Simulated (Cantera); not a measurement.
A perfectly stirred reactor is fed with CH₄ : H₂ = 1 : 8.3 (molar parts), at 10.00 Torr; it is held at 1575 K, and followed from long to short residence time.

Detailed kinetics in Cantera: GRI-Mech 3.0 (53 species, 325 reactions). GRI-Mech 3.0 stops at C3 and has no aromatics, soot or wall deposition, so with more carbon than oxygen in the feed, carbon stays in small species such as C2H2 where larger ones or solid carbon would form. Radical loss at walls, strong at low pressure, is not modelled.

| quantity | before | after |
|---|---|---|
| x(CH₄) at τ = 1.50 s | 0.0803 | 0.0633 |
| x(H₂) at τ = 1.50 s | 0.907 | 0.917 |
| x(CH₂) at τ = 1.50 s | 8.09e-8 | 1.09e-8 |
| x(C₂H₂) at τ = 1.50 s | 0.0118 | 0.0195 |
| x(C₂H) at τ = 1.50 s | 8.69e-9 | 5.64e-9 |
| x(CH₄) at τ = 32.0 ms | 0.107 | 0.105 |
| x(H₂) at τ = 32.0 ms | 0.892 | 0.893 |
| x(CH₂) at τ = 32.0 ms | 1.12e-8 | 1.39e-8 |
| x(C₂H₂) at τ = 32.0 ms | 1.19e-5 | 0.000680 |
| x(C₂H) at τ = 32.0 ms | 2.70e-12 | 1.74e-10 |

**Question.** Name the change that produced these shifts.
(A) pressure from 10.00 Torr to 20.0 Torr
(B) pressure from 10.00 Torr to 105 Torr
(C) CH4 1 to 0.38 parts
(D) pressure from 10.00 Torr to 2.63 Torr

**Answer.** B, pressure from 10.00 Torr to 105 Torr
